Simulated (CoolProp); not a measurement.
Vapour-liquid equilibrium of o-xylene (1) + n-decane (2) at 495 K; x and y are mole fractions of (1).

The numbers come from the multi-fluid Helmholtz-energy mixture model, Zhou 2012 and Lemmon 2006; pair parameters Bell 2016 in CoolProp.

| x | bubble pressure (MPa) | y at the bubble point | dew pressure at overall composition x (MPa) | liquid density (mol/L) |
|---|---|---|---|---|
| 0.05 | 0.3084 | 0.080 | 0.3041 | 3.997 |
| 0.125 | 0.3258 | 0.191 | 0.3152 | 4.130 |
| 0.2 | 0.3436 | 0.293 | 0.3273 | 4.270 |
| 0.275 | 0.3617 | 0.387 | 0.3403 | 4.419 |
| 0.35 | 0.3801 | 0.473 | 0.3543 | 4.576 |
| 0.425 | 0.3988 | 0.553 | 0.3696 | 4.743 |
| 0.5 | 0.4176 | 0.626 | 0.3862 | 4.921 |
| 0.575 | 0.4366 | 0.694 | 0.4043 | 5.110 |
| 0.65 | 0.4558 | 0.757 | 0.4241 | 5.312 |
| 0.725 | 0.4752 | 0.816 | 0.4459 | 5.528 |
| 0.8 | 0.4948 | 0.871 | 0.4699 | 5.759 |
| 0.875 | 0.5145 | 0.922 | 0.4964 | 6.008 |
| 0.95 | 0.5343 | 0.970 | 0.5260 | 6.275 |

No azeotrope shows between x = 0.05 and 0.95.

Pair parameters are fitted to limited data, so mixtures are less certain than the pure fluids.
